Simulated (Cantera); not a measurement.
A closed system holds: 1 mol Si, 29 mol HBr, 12 mol N₂, at 100 Pa.

Cantera equilibrium calculation (NASA polynomials, part measured and part estimated; ideal gas, pure solids and liquids). Candidate condensed phases: Br₂, Si, Si₃N₄; 28 gas species. The tables' values for SiBr₃, SiBr are old estimates; treat these amounts as uncertain. Equilibrium is a limit: real reactors are often held back by kinetics, nucleation or transport.

Problem. At 1350 °C, list the 4 most abundant gas species with their mole fractions, and the condensed phases.

Solution. HBr 0.420, N₂ 0.266, Br 0.179, H₂ 0.112. Condensed: gas only.
